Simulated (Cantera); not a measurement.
Charge: 1 mol SiC, a varied amount of Si, 4.6 mol N2, at 2375 K and 100 Torr.

Equilibrium computed with Cantera from the NASA thermochemical tables; the gas is ideal and each condensed phase is pure. Candidate condensed phases: C, Si, SiC, Si3N4; 20 gas species. Mutual solubility and eutectic melting of coexisting phases are not modelled. The tables' values for SiN are old estimates; treat these amounts as uncertain. Rates play no part.

x: gas mole fraction; n: condensed amount in mol.

```tsv
n(Si) (mol)	x N2	x Si	x Si2C	x SiN	x Si2N	x SiC2	x Si2	n C(graphite)	n SiC(s)	n Si(l)
0.0033	0.997	0.00234	0.000238	0.000105	1.78e-5	0.000414	9.02e-6	0.00664	0.988	0
0.0053	0.997	0.00234	0.000238	0.000105	1.78e-5	0.000414	9.02e-6	0.00464	0.990	0
0.0086	0.997	0.00234	0.000238	0.000105	1.78e-5	0.000414	9.02e-6	0.00134	0.993	0
0.014	0.996	0.00296	0.000301	0.000132	___	0.000327	1.44e-5	0	0.995	0
0.023	0.995	0.00442	0.000449	0.000198	___	0.000219	3.22e-5	0	0.996	0
0.037	0.992	0.00672	0.000684	0.000300	___	0.000144	7.45e-5	0	0.995	0
0.059	0.988	0.0102	0.00104	0.000455	___	9.49e-5	0.000172	0	0.994	0
0.096	0.984	0.0133	0.00135	0.000592	0.000572	7.28e-5	0.000292	0	0.993	0.0164
0.15	0.984	0.0133	0.00135	0.000592	0.000572	7.28e-5	0.000292	0	0.993	0.0704
0.25	0.984	0.0133	0.00135	0.000592	0.000572	7.28e-5	0.000292	0	0.993	0.170
0.41	0.984	0.0133	0.00135	0.000592	0.000572	7.28e-5	0.000292	0	0.993	0.330
```

Problem. Fill in the missing entries.

Solution. 
- 0.014, x Si2N: 2.85e-5
- 0.023, x Si2N: 6.35e-5
- 0.037, x Si2N: 0.000147
- 0.059, x Si2N: 0.000338
